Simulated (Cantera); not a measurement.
What does this Cantera script print?

```python
import numpy as np
import cantera as ct

gas_names = """
    H H2 N NH NH2 NH3 N2 N2H2 N2H4 Si SiH SiH2 SiH3 SiH4 SiN Si2 Si2N Si3
""".split()
cond_names = """
    Si(cr) Si(L) Si3N4(a)
""".split()


# ... load() reads the species with a 1 bar reference pressure and builds the phases ...
atoms = {
    'Si3N4': {'Si': 3, 'N': 4},
    'H2': {'H': 2},
    'N2': {'N': 2},
}
top_T = {'Si3N4(a)': 2400}  # K; cautious upper limits of use, not melting points


# ... equilibrate(T, P, feed) seeds the gas with the atoms and calls Mixture.equilibrate('TP', solver="vcs", rtol=1e-11, max_steps=5000) ...
results = []
feed = {'Si3N4': 1, 'H2': 420, 'N2': 2}  # mol
T = 1598.15  # K
for P in [1, 6.8, 46, 320, 2200, 15000, 100000]:
    mix = equilibrate(T, P, feed)
    results.append((T, P, feed, dict(zip(mix.species_names, mix.species_moles))))

top = {s: max(r[3][s] / sum(r[3][g] for g in gas_names) for r in results) for s in gas_names}
cols = sorted((s for s in top if top[s] > 1e-05), key=lambda s: -top[s])[:7]
seen = [c for c in cond_names if any(r[3].get(c, 0) > 1e-12 for r in results)]
print("log10 of partial pressures in bar; condensed amounts in mol")
print(f"{'P/Pa':>10s}" + "".join(f"{s[:9]:>10s}" for s in cols + seen))
for T, P, feed, n in results:
    ng = sum(n[g] for g in gas_names)
    print(f"{P:10.4g}" + "".join(f"{np.log10(max(n[s] / ng * P / 1e5, 1e-99)):10.3f}" for s in cols)
          + "".join(f"{n.get(c, 0):10.4g}" for c in seen))
```

It prints:

```
log10 of partial pressures in bar; condensed amounts in mol
      P/Pa        H2         H        N2        Si       SiH       Si2    Si(cr)  Si3N4(a)
         1    -5.014    -6.780    -7.032    -7.162    -9.328    -9.905         0         0
       6.8    -4.175    -6.361    -6.195    -7.028    -8.774    -9.636     2.394         0
        46    -3.343    -5.944    -5.363    -7.028    -8.358    -9.636     2.906         0
       320    -2.499    -5.523    -4.520    -7.028    -7.936    -9.636     2.984         0
      2200    -1.662    -5.104    -3.683    -7.028    -7.518    -9.636     2.995         0
   1.5e+04    -0.826    -4.686    -3.148    -7.288    -7.360   -10.156         0    0.9995
     1e+05    -0.002    -4.274    -2.324    -7.837    -7.497   -11.254         0    0.9999
```

Method: chemical equilibrium by Gibbs-energy minimisation in Cantera with the NASA 1993 tables (ideal gas, pure condensed phases).
